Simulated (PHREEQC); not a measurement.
Solution (55 °C and 100 atm): 0.96 mmol/kgw FeCl3, 120 mmol/kgw ZnCl2 and 1.8 mmol/kgw NaHCO3. Closed to the air; pH follows from the charge balance.

The numbers come from PHREEQC with the ion-association model, phreeqc.dat.

Question: The ionic strength comes out as 0.282 mol/kgw. What activity coefficients do FeCl+2, Cl-, Zn+2, Fe2(OH)2+4, Na+ get?

Answer: FeCl+2 0.25, Cl- 0.68, Zn+2 0.25, Fe2(OH)2+4 0.0056, Na+ 0.72.

Precipitation was switched off in this run. Saturation is exceeded, for instance for Hematite (slow to form), Goethite (slow to form); the values hold only as long as no solid forms. Complexes and solids missing from the database can't appear. Under pressure, the constants of complexes without a molar volume in the database are unreliable. Away from 25 °C the constants follow the database's enthalpies or fits; those with neither stay at their 25 °C values.
